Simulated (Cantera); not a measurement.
Input (Python, Cantera):

```python
import numpy as np
import cantera as ct

gas = ct.Solution("h2o2.yaml")
gas.TPX = 550, 100000, {'H2': 0.76, 'O2': 0.893, 'N2': 3.36}
flame = ct.FreeFlame(gas, width=0.04)
flame.set_refine_criteria(ratio=3, slope=0.08, curve=0.16)
flame.transport_model = "mixture-averaged"
flame.solve(loglevel=0, auto=True)
z, T = flame.grid, flame.T
thick = (T[-1] - T[0]) / np.gradient(T, z).max()
show = ['H2', 'O2', 'H', 'OH', 'O', 'H2O']
print(f"laminar burning velocity  {flame.velocity[0] * 100:.3f} cm/s")
print(f"burnt temperature         {T[-1]:.1f} K")
print(f"thermal thickness         {thick * 1e3:.4f} mm")
print(f"grid points               {len(z)}")
z0 = z[flame.heat_release_rate.argmax()]
print(f"{'z/mm':>9s}{'T/K':>9s}{'u/(m/s)':>9s}" + "".join(f"{s:>11s}" for s in show))
rows = []
for k in (-3, -2, -1.5, -1, -0.5, -0.25, 0, 0.25, 0.5, 1, 2, 4, 8):
    zz = z0 + k * thick
    rows.append([k * thick, np.interp(zz, z, T), np.interp(zz, z, flame.velocity),
                 *(np.interp(zz, z, flame.X[gas.species_index(s)]) for s in show)])
    print(f"{rows[-1][0] * 1e3:9.3f}{rows[-1][1]:9.1f}{rows[-1][2]:9.3f}" + "".join(f"{x:11.3e}" for x in rows[-1][3:]))
```

Result:

```
laminar burning velocity  149.741 cm/s
burnt temperature         1670.4 K
thermal thickness         0.4392 mm
grid points               106
     z/mm      T/K  u/(m/s)         H2         O2          H         OH          O        H2O
   -1.318    550.0    1.497  1.512e-01  1.782e-01  1.391e-13  1.370e-13  5.443e-12  5.524e-07
   -0.878    550.1    1.495  1.497e-01  1.785e-01  5.290e-12  5.259e-12  2.074e-10  8.061e-06
   -0.659    550.9    1.492  1.465e-01  1.792e-01  1.117e-10  1.094e-10  3.990e-09  5.838e-05
   -0.439    556.8    1.493  1.374e-01  1.809e-01  1.269e-08  6.857e-09  8.677e-08  5.698e-04
   -0.220    655.5    1.709  1.055e-01  1.821e-01  6.517e-05  5.636e-05  1.565e-05  1.195e-02
   -0.110    873.9    2.240  7.382e-02  1.721e-01  1.014e-03  4.214e-04  2.955e-04  4.178e-02
    0.000   1145.2    2.908  3.928e-02  1.492e-01  3.719e-03  1.556e-03  2.013e-03  8.793e-02
    0.110   1344.6    3.407  1.607e-02  1.271e-01  5.074e-03  3.472e-03  4.317e-03  1.249e-01
    0.220   1459.1    3.692  6.895e-03  1.169e-01  4.153e-03  4.581e-03  4.902e-03  1.417e-01
    0.439   1564.2    3.948  2.645e-03  1.126e-01  1.931e-03  4.675e-03  3.499e-03  1.515e-01
    0.878   1629.0    4.101  1.044e-03  1.123e-01  4.926e-04  3.449e-03  1.503e-03  1.562e-01
    1.757   1656.1    4.163  3.259e-04  1.127e-01  8.406e-05  2.034e-03  4.715e-04  1.584e-01
    3.514   1665.5    4.184  8.988e-05  1.130e-01  1.237e-05  1.106e-03  1.331e-04  1.593e-01
```

Detailed kinetics in Cantera: the H2/O2 subset of GRI-Mech 3.0, which has no nitrogen chemistry. Burning velocities carry a grid error of a few per cent, more on coarse grids. Lean hydrogen flames are cellular in practice and burn faster than this planar one.
